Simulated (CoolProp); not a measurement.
Vapour-liquid equilibrium of isobutene (1) + n-octane (2) at 120 kPa; x and y are mole fractions of (1).

Values from CoolProp's multi-fluid Helmholtz-energy mixture model, Lemmon 2005 and Beckmüller 2019; pair parameters Bell 2016.

Q: Give the bubble temperature and the first vapour's composition at x = 0.2, 0.35, 0.5. Is there an azeotrope?

A: x = 0.2: 324.0 K, y = 0.949; x = 0.35: 303.5 K, y = 0.985; x = 0.5: 291.4 K, y = 0.994. No azeotrope shows between x = 0.05 and 0.95.

Pair parameters are fitted to limited data, so mixtures are less certain than the pure fluids.
